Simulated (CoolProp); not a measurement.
Properties of hydrogen chloride at several states.

Model: reference Helmholtz-energy equation of state, Thol 2018, in CoolProp.

```
T (K)  p (MPa)   phase       Z  cv (kJ/(kg K))  Joule-Thomson coefficient (K/MPa)  isothermal compressibility (1/MPa)  expansivity (1/kK)
-----  -------  ------  ------  --------------  ---------------------------------  ----------------------------------  ------------------
242.8       35  liquid  0.5718          0.9480                            -0.2786                            0.001470               2.089
169.1      8.6  liquid  0.1799           1.096                            -0.3386                           0.0008304               1.829
267.7     28.7  liquid  0.4553          0.9104                            -0.1896                            0.002224               2.526
637.8     7.12     gas  0.9733          0.5950                              3.129                              0.1437               1.784
586.6    0.241     gas  0.9985          0.5821                              4.244                               4.156               1.715
```
